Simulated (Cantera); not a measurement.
Input: 1 mol SiH₂Cl₂, 3.9 mol NH₃, 27 mol N₂, equilibrated at 13.3 mbar.

Cantera equilibrium calculation (NASA polynomials, part measured and part estimated; ideal gas, pure solids and liquids). Candidate condensed phases: NH₄Cl, Si, Si₃N₄; 28 gas species. Equilibrium is a limit: real reactors are often held back by kinetics, nucleation or transport.

Over these rows the condensed part is Si₃N₄(s). Partial pressures as log10 of bar:

```
T (K)  1000/T (1/K)  log p SiCl₂  log p N₂  log p H₂  log p HCl
-----  ------------  -----------  --------  --------  ---------
1225         0.8163        -6.70     -1.98     -2.67      -3.13
1275         0.7843            ?     -1.98     -2.67      -3.13
1325         0.7547        -5.86     -1.98     -2.67      -3.13
1375         0.7273        -5.49     -1.98     -2.67      -3.14
1425         0.7018        -5.15     -1.98     -2.66      -3.14
1475         0.6780        -4.85     -1.98     -2.66      -3.15
```

Problem. Fit log p(SiCl₂) = a + b·(1000/T) to the five rows, give the apparent enthalpy, and predict the row at 1275 K.

Solution. Means: 1000/T = 0.7356, log p = -5.610. Sxy = -0.153058, Sxx = 0.0114064, so b = -13.42 and a = -5.610 − (-13.42)×0.7356 = 4.26.
Apparent enthalpy: −19.145 × (-13.42) = 257 kJ/mol. With the condensed phases at unit activity, 1/3 Si₃N₄(s) + 2 HCl(g) = SiCl₂(g) + 2/3 N₂(g) + H₂(g) links this pressure to the main gases: over the six rows their terms move log p by -0.05 in all, so the slope is close to that reaction's ΔH°. The five rows lie within 0.01 of the line.
Prediction at 1275 K: 4.26 + (-13.42)×0.7843 = -6.27. The computed value is -6.26, 0.01 from the line.
